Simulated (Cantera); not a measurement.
Input: 1 mol CH₃OH, 0.63 mol H₂O, held at 0.100 bar.

These are equilibrium values from Cantera (NASA tables, ideal gas, pure condensed phases), not measurements of a reactor. Candidate condensed phases: C, C₆H₆, C₇H₈, C₈H₁₈, H₂O; 110 gas species. Equilibrium is a limit: real reactors are often held back by kinetics, nucleation or transport.

log p: log10 of the partial pressure in bar; n: condensed amount in mol.

```csv
T (°C),log p H₂,log p CO,log p H₂O,log p CO₂,log p CH₄,log p H,log p OH,n C(graphite)
502,-1.26,-2.12,-1.73,-1.88,-2.22,-12.64,<-13,0.169
652,-1.21,-1.69,-1.98,-2.15,-3.81,-10.19,<-13,0
802,-1.22,-1.65,-1.91,-2.30,-5.65,-8.44,(withheld),0
952,-1.23,-1.62,-1.87,-2.43,-7.04,-7.12,(withheld),0
1102,-1.24,-1.61,-1.84,-2.53,-8.12,-6.08,(withheld),0
1252,-1.24,-1.60,-1.83,-2.62,-8.98,-5.25,(withheld),0
1402,-1.24,-1.59,-1.82,-2.69,-9.68,-4.56,(withheld),0
1552,-1.25,-1.59,-1.81,-2.75,-10.27,-3.98,(withheld),0
1702,-1.25,-1.59,-1.80,-2.79,-10.76,-3.49,(withheld),0
```

Q: What belongs in the gaps?

A: 
- 802, log p OH: -11.55
- 952, log p OH: -9.80
- 1102, log p OH: -8.43
- 1252, log p OH: -7.34
- 1402, log p OH: -6.44
- 1552, log p OH: -5.70
- 1702, log p OH: -5.06
